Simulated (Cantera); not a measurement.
Feed: 1 mol Si₂H₆, 7 mol O₃, 2.4 mol N₂, at 0.00133 bar.

Method: chemical equilibrium by Gibbs-energy minimisation in Cantera with the NASA 1993 tables (ideal gas, pure condensed phases). Candidate condensed phases: H₂O, Si, SiO₂, Si₂N₂O, Si₃N₄; 35 gas species. The feed counts by its element totals alone. The tables hold silica as quartz up to 1696 K and as liquid above; real silica turns to tridymite and cristobalite and melts near 1996 K. The numbers say what is thermodynamically allowed, not how fast it happens.

**Question.** At 1027 °C, list the 5 most abundant gas species with their mole fractions, and the condensed phases.

**Answer.** O₂ 0.564, H₂O 0.242, N₂ 0.193, NO 0.000321, OH 0.000109. Condensed: SiO₂(β-quartz).
